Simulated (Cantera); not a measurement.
Equilibrium for hydrogen reduction and annealing atmospheres: PbO + H₂ + N₂

Charge: 1 mol PbO, a varied amount of H₂, 1.7 mol N₂, at 10.0 Torr.

Equilibrium computed with Cantera from the NASA thermochemical tables; the gas is ideal and each condensed phase is pure. Candidate condensed phases: H₂O, Pb, PbO, PbO₂, Pb₃O₄; 27 gas species. Equilibrium is a limit: real reactors are often held back by kinetics, nucleation or transport.

Problem. Map the stable condensed phases over T = 975, 1050, 1125, 1200, 1275, 1350, 1425, 1500, 1575, 1650 K and n(H₂) in mol = 2.3, 3.4, 4.9, 7.1, 10, 15, 21, 31, 44, 64, 93, 130.

Solution. 
```
T in K \ n(H₂) in mol
         2.3 3.4 4.9 7.1  10  15  21  31  44  64  93 130
   1650    A   A   A   A   A   A   A   A   A   A   A   A
   1575    A   A   A   A   A   A   A   A   A   A   A   A
   1500    A   A   A   A   A   A   A   A   A   A   A   A
   1425    A   A   A   A   A   A   A   A   A   A   A   A
   1350    A   A   A   A   A   A   A   A   A   A   A   A
   1275    B   B   A   A   A   A   A   A   A   A   A   A
   1200    B   B   B   B   B   B   A   A   A   A   A   A
   1125    B   B   B   B   B   B   B   B   B   B   A   A
   1050    B   B   B   B   B   B   B   B   B   B   B   B
    975    B   B   B   B   B   B   B   B   B   B   B   B
```
A: gas only; B: Pb.
